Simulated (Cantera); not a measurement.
Input: 1 mol AlN, 0.052 mol H2, at 1200 °C and 10.0 Torr.

Method: chemical equilibrium by Gibbs-energy minimisation in Cantera with the NASA 1993 tables (ideal gas, pure condensed phases). Candidate condensed phases: Al, AlN; 13 gas species. Kinetics and transport are ignored.

Base state: H2 1.000, H 0.000110 (mole fractions); condensed: AlN(s).

Task: What changes in the equilibrium state with this change: temperature from 1200 °C to 1902 °C?

Result: 
| species | before | after |
|---|---|---|
| Al | 7.54e-6 | 0.538 |
| N2 | 4.36e-6 | 0.272 |
| H2 | 1.000 | 0.167 |
| H | 0.000110 | 0.0173 |
| Al2 | <1e-9 | 0.000509 |
| AlH | 1.17e-6 | 0.00499 |
| AlN(s), mol | 1.00 | 0.841 |
